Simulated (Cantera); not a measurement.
## Stirred combustor or abatement burner

A perfectly stirred reactor is fed with 30.9 % CO, 9.27 % H2, 12.5 % O2, 47.3 % N2, equivalence ratio 1.6, at 10.0 bar; it is adiabatic with a 400 K inlet, and is followed from long to short residence time, starting on the burning branch (τ in s: 0.15, 0.079, 0.041, 0.022, 0.011, 0.006, 0.0031, 0.0016, 0.00086, 0.00045, 0.00024, 0.00012, 6.5e-05).

Computed with Cantera and GRI-Mech 3.0 (53 species, 325 reactions). The hydrogen kinetics of GRI-Mech 3.0 are dated; newer H2 mechanisms differ, most at raised pressure.

```
τ (s)    T (K)   x CO    x H2      x O2    x N2O  x CO2      x OH    x HO2
-------  -----  -----  ------  --------  -------  -----  --------  -------
0.15      2369  0.160  0.0131   6.22e-5  3.47e-8  0.193  0.000666  3.85e-8
0.079     2369  0.160  0.0131   7.49e-5  3.63e-8  0.193  0.000700  4.50e-8
0.041     2368  0.160  0.0131   9.80e-5  3.94e-8  0.193  0.000763  5.78e-8
0.022     2366  0.160  0.0131  0.000136  4.41e-8  0.193  0.000861  8.12e-8
0.011     2363  0.160  0.0131  0.000207  5.24e-8  0.193   0.00103  1.32e-7
0.0060    2359  0.160  0.0131  0.000310  6.30e-8  0.193   0.00126  2.19e-7
0.0031    2352  0.160  0.0131  0.000493  7.88e-8  0.192   0.00159  3.97e-7
0.0016    2342  0.161  0.0132  0.000793  9.97e-8  0.191   0.00204  7.30e-7
0.00086   2329  0.162  0.0133   0.00124  1.25e-7  0.190   0.00256  1.28e-6
0.00045   2309  0.163  0.0134   0.00196  1.56e-7  0.189   0.00323  2.25e-6
0.00024   2281  0.165  0.0136   0.00300  1.91e-7  0.186   0.00397  3.81e-6
0.00012   2239  0.167  0.0139   0.00468  2.32e-7  0.182   0.00486  6.63e-6
6.5e-5    2189  0.171  0.0143   0.00674  2.68e-7  0.177   0.00563  1.06e-5
```
x: mole fraction; the columns are a selection and need not sum to one.
